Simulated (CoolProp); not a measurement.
Computed with CoolProp (reference Helmholtz-energy equation of state, Guder 2009).

### Question
Give the vapour pressure (bar), liquid cp (kJ/(kg K)), vapour Z of saturated sulfur hexafluoride at 247.4, 250.7 K.

### Answer
| T (K) | p (bar) | liquid cp (kJ/(kg K)) | vapour Z |
|---|---|---|---|
| 247.4 | 5.70 | 0.917 | 0.868 |
| 250.7 | 6.37 | 0.929 | 0.857 |
